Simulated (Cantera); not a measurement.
An isothermal, constant-pressure homogeneous reactor starts with C₂H₄ : O₂ : N₂ : CH₄ = 0.0026 : 0.002 : 1 : 0.026 (molar parts), equivalence ratio 30, at 1050 K and 11.0 bar.

Cantera simulation using GRI-Mech 3.0 (53 species, 325 reactions); the numbers are that mechanism's predictions, not measurements. GRI-Mech 3.0 stops at C3 and has no aromatics, soot or wall deposition, so with more carbon than oxygen in the feed, carbon stays in small species such as C2H2 where larger ones or solid carbon would form.

Problem. Predict: x(C₂H₄) at 20.0 s; x(O₂) at 20.0 s; x(N₂O) at 20.0 s; x(CH₄) at 20.0 s.

Solution. 
* **x(C₂H₄) at 20.0 s**: 0.00184 (gas-phase equilibrium 0.000348)
* **x(O₂) at 20.0 s**: 1.01e-6 (gas-phase equilibrium <1e-12)
* **x(N₂O) at 20.0 s**: 1.06e-9 (gas-phase equilibrium <1e-12)
* **x(CH₄) at 20.0 s**: 0.0237 (gas-phase equilibrium 0.0239)
